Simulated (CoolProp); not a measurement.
Vapour-liquid equilibrium of R125 (1) + R1234yf (2) at 254.1 K; x and y are mole fractions of (1).

The numbers come from the multi-fluid Helmholtz-energy mixture model, Lemmon 2005 and Lemmon 2022; pair parameters Bell 2023 in CoolProp.

```json
[
 {"x": "0.05", "bubble pressure, mixture model (kPa)": "…", "bubble pressure, Raoult's law (kPa)": "166.4", "y, mixture model": "0.101", "y, Raoult's law": "0.105"},
 {"x": "0.15", "bubble pressure, mixture model (kPa)": "185.5", "bubble pressure, Raoult's law (kPa)": "185.6", "y, mixture model": "…", "y, Raoult's law": "0.282"},
 {"x": "0.25", "bubble pressure, mixture model (kPa)": "204.5", "bubble pressure, Raoult's law (kPa)": "204.9", "y, mixture model": "0.412", "y, Raoult's law": "0.426"},
 {"x": "0.35", "bubble pressure, mixture model (kPa)": "223.6", "bubble pressure, Raoult's law (kPa)": "224.2", "y, mixture model": "…", "y, Raoult's law": "0.546"},
 {"x": "0.45", "bubble pressure, mixture model (kPa)": "242.6", "bubble pressure, Raoult's law (kPa)": "243.5", "y, mixture model": "0.629", "y, Raoult's law": "0.646"},
 {"x": "0.55", "bubble pressure, mixture model (kPa)": "261.7", "bubble pressure, Raoult's law (kPa)": "262.7", "y, mixture model": "0.716", "y, Raoult's law": "0.732"},
 {"x": "0.65", "bubble pressure, mixture model (kPa)": "…", "bubble pressure, Raoult's law (kPa)": "282.0", "y, mixture model": "…", "y, Raoult's law": "0.805"},
 {"x": "0.75", "bubble pressure, mixture model (kPa)": "300.3", "bubble pressure, Raoult's law (kPa)": "301.3", "y, mixture model": "0.860", "y, Raoult's law": "0.870"},
 {"x": "0.85", "bubble pressure, mixture model (kPa)": "…", "bubble pressure, Raoult's law (kPa)": "320.6", "y, mixture model": "0.920", "y, Raoult's law": "0.927"},
 {"x": "0.95", "bubble pressure, mixture model (kPa)": "339.5", "bubble pressure, Raoult's law (kPa)": "339.8", "y, mixture model": "0.975", "y, Raoult's law": "0.977"}
]
```

### Question
Complete the blanks.

### Answer

- 0.05, bubble pressure, mixture model (kPa): 166.3
- 0.15, y, mixture model: 0.272
- 0.35, y, mixture model: 0.529
- 0.65, bubble pressure, mixture model (kPa): 280.9
- 0.65, y, mixture model: 0.792
- 0.85, bubble pressure, mixture model (kPa): 319.8

The largest gap from Raoult's law is -0.4 % in bubble pressure, at x = 0.55. No azeotrope shows between x = 0.05 and 0.95.

Pair parameters are fitted to limited data, so mixtures are less certain than the pure fluids.
